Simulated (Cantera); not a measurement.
Feed: 1 mol HI, 0.55 mol H2O, a varied amount of O2, at 623 K and 13.3 mbar.

Equilibrium computed with Cantera from the NASA thermochemical tables; the gas is ideal and each condensed phase is pure. Candidate condensed phases: H2O, I2; 12 gas species. Equilibrium is a limit: real reactors are often held back by kinetics, nucleation or transport.

Question: At 1.9 mol O2, list the 4 most abundant gas species with their mole fractions, and the condensed phases.

Answer: O2 0.515, H2O 0.328, I2 0.156, I 0.000723. Condensed: gas only.
